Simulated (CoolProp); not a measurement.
Model: reference Helmholtz-energy equation of state, Wagner 2002, in CoolProp.

Question: For water, give the phase and the cv (kJ/(kg K)), speed of sound (m/s), expansivity (1/kK), conductivity (mW/(m K)) at 679.4 K and 4680 kPa; 679.4 K and 24200 kPa; 679.4 K and 55200 kPa.

Answer: 
- 679.4 K and 4680 kPa: gas; cv 1.76, speed of sound 615, expansivity 1.88, conductivity 60.7
- 679.4 K and 24200 kPa: supercritical; cv 2.97, speed of sound 479, expansivity 11.1, conductivity 135
- 679.4 K and 55200 kPa: supercritical; cv 2.85, speed of sound 780, expansivity 4.51, conductivity 450

Thermal conductivity comes from a separate model (Huber 2012).
